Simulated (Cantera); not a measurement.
A Cantera script and what it prints.

```python
import numpy as np
import cantera as ct

gas_names = """
    C CN CO CO2 C2 CCN CNC C2N2 C2O C3 C3O2 C4 C4N2 C5 Fe FeC5O5 FeO N NCO NO NO2 NO3 N2 N2O O O2 O3
""".split()
cond_names = """
    C(gr) Fe(a) Fe(c) Fe(d) Fe(L) FeC5O5(L) FeO(s) FeO(L) Fe2O3(s) Fe3O4(s)
""".split()


# ... load() reads the species with a 1 bar reference pressure and builds the phases ...
atoms = {
    'Fe(CO)5': {'Fe': 1, 'C': 5, 'O': 5},
    'O2': {'O': 2},
    'N2': {'N': 2},
}
top_T = {'C(gr)': 4500, 'Fe2O3(s)': 1830, 'Fe3O4(s)': 1870}  # K; cautious upper limits of use, not melting points


# ... equilibrate(T, P, feed) seeds the gas with the atoms and calls Mixture.equilibrate('TP', solver="vcs", rtol=1e-11, max_steps=5000) ...
results = []
feed = {'Fe(CO)5': 1, 'O2': 0.12, 'N2': 48}  # mol
T = 1475  # K
P = 260  # Pa
mix = equilibrate(T, P, feed)
results.append((T, P, feed, dict(zip(mix.species_names, mix.species_moles))))
print(gas.report(threshold=1e-05))
for i in range(1, mix.n_phases):
    print(f"{mix.phase(i).name:16s} {mix.phase_moles(i):12.5e} mol")
```

Output:

```
       temperature   1475 K
          pressure   260 Pa
           density   0.00059546 kg/m^3
  mean mol. weight   28.087 kg/kmol
   phase of matter   gas

                          1 kg             1 kmol
                     ---------------   ---------------
          enthalpy         9.238e+05        2.5947e+07  J
   internal energy        4.8716e+05        1.3683e+07  J
           entropy             10479        2.9433e+05  J/K
    Gibbs function       -1.4533e+07       -4.0818e+08  J
 heat capacity c_p            1239.9             34824  J/K
 heat capacity c_v            943.83             26509  J/K

                      mass frac. Y      mole frac. X     chem. pot. / RT
                     ---------------   ---------------   ---------------
                CO          0.089562          0.089808           -44.087
               CO2          0.007095         0.0045281           -73.547
                Fe        6.6799e-05        3.3596e-05           -6.4399
                N2           0.90328           0.90563           -32.012
     [  +23 minor]        4.7496e-08        2.3587e-08

C(gr)             0.00000e+00 mol
Fe(c)             9.98219e-01 mol
FeC5O5(L)         0.00000e+00 mol
FeO(s)            0.00000e+00 mol
Fe2O3(s)          0.00000e+00 mol
Fe3O4(s)          0.00000e+00 mol
```

Method: chemical equilibrium by Gibbs-energy minimisation in Cantera with the NASA 1993 tables (ideal gas, pure condensed phases).
